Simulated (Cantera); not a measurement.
Charge: 1 mol Si, 0.0024 mol H2O, 6.2 mol H2, held at 877 °C and 2.00 mbar.

These are equilibrium values from Cantera (NASA tables, ideal gas, pure condensed phases), not measurements of a reactor. Candidate condensed phases: H2O, Si, SiO2; 18 gas species. Mutual solubility and eutectic melting of coexisting phases are not modelled. The tables hold silica as quartz up to 1696 K and as liquid above; real silica turns to tridymite and cristobalite and melts near 1996 K. Rates play no part.

Base state: H2 1.000, SiO 5.96e-5 (mole fractions); condensed: Si(s) + SiO2(β-quartz).

### Question
What changes in the equilibrium state with this change: temperature from 877 °C to 1177 °C?

### Answer
| species | before | after |
|---|---|---|
| H2 | 1.000 | 0.999 |
| SiO | 5.96e-5 | 0.000387 |
| H | 1.67e-6 | 0.000211 |
| Si(s), mol | 0.999 | 0.998 |
| SiO2(β-quartz), mol | 0.00102 | 0 |

### Question
What changes in the equilibrium state with this change: pressure from 2.00 mbar to 1.50 Pa?

### Answer
```
species               before     after
-------------------  -------  --------
H2                     1.000     1.000
SiO                  5.96e-5  0.000387
H                    1.67e-6   1.93e-5
Si(s), mol             0.999     0.998
SiO2(β-quartz), mol  0.00102         0
```
